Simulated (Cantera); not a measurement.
A closed system holds: 1 mol MgCl₂, 0.067 mol O₂, 67 mol H₂, at 105 Torr.

These are equilibrium values from Cantera (NASA tables, ideal gas, pure condensed phases), not measurements of a reactor. Candidate condensed phases: H₂O, Mg, MgCl₂, MgO, Mg(OH)₂; 22 gas species. Kinetics and transport are ignored.

### Question
Which condensed phases are stable at each of these points (T (K)): 1498, 1548, 1598, 1648, 1698, 1748, 1798, 1848, 1898, 1948, 1998, 2048?

### Answer
```
T (K)  condensed phases  Mg condensed (%)
-----  ----------------  ----------------
1498             MgO(s)              13.3
1548             MgO(s)              13.2
1598             MgO(s)              13.1
1648             MgO(s)              12.7
1698             MgO(s)              12.0
1748             MgO(s)              10.6
1798             MgO(s)               8.0
1848             MgO(s)               3.4
1898           gas only               0.0
1948           gas only               0.0
1998           gas only               0.0
2048           gas only               0.0
```

From 1498 K to 1848 K the condensed part is MgO(s). From 1898 K to 2048 K nothing is condensed.
